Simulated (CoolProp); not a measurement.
Octamethyltrisiloxane (MDM) along the isotherm 301.85 °C: fugacity coefficient from the reference equation and from simpler models built on Tc = 292.2 °C, pc = 1438 kPa, ω = 0.528; each cubic takes its own stable root.

The numbers come from the reference Helmholtz-energy equation of state, Thol 2017 in CoolProp.

| p (kPa) | phase | reference | van der Waals | Redlich-Kwong | Soave-Redlich-Kwong | Peng-Robinson |
|---|---|---|---|---|---|---|
| 6.82 | gas | 0.9985 | 0.9986 | 0.9985 | 0.9985 | 0.9983 |
| 10.6 | gas | 0.9977 | 0.9979 | 0.9976 | 0.9976 | 0.9974 |
| 16.5 | gas | 0.9964 | 0.9967 | 0.9963 | 0.9963 | 0.9959 |
| 25.7 | gas | 0.9944 | 0.9949 | 0.9942 | 0.9943 | 0.9936 |
| 40.1 | gas | 0.9913 | 0.9921 | 0.9910 | 0.9911 | 0.9901 |
| 62.4 | gas | 0.9865 | 0.9876 | 0.9859 | 0.9862 | 0.9846 |
| 97.2 | gas | 0.9790 | 0.9808 | 0.9781 | 0.9785 | 0.9760 |
| 151 | gas | 0.9674 | 0.9701 | 0.9661 | 0.9667 | 0.9629 |
| 236 | gas | 0.9491 | (withheld) | 0.9473 | 0.9481 | 0.9423 |
| 367 | gas | 0.9210 | 0.9277 | 0.9184 | (withheld) | 0.9110 |
| 571 | gas | 0.8774 | 0.8876 | 0.8740 | (withheld) | (withheld) |
| 889 | gas | 0.8095 | 0.8250 | 0.8056 | 0.8090 | (withheld) |
| 1380 | gas | 0.7019 | 0.7241 | 0.6991 | 0.7050 | 0.6818 |
| 2160 | supercritical | (withheld) | 0.5481 | 0.5225 | (withheld) | 0.5103 |

Q: Some entries are withheld; supply them.

A: 
- 236, van der Waals: 0.9534
- 367, Soave-Redlich-Kwong: 0.9198
- 571, Soave-Redlich-Kwong: 0.8761
- 571, Peng-Robinson: 0.8634
- 889, Peng-Robinson: 0.7911
- 2160, reference: 0.5206
- 2160, Soave-Redlich-Kwong: 0.5340
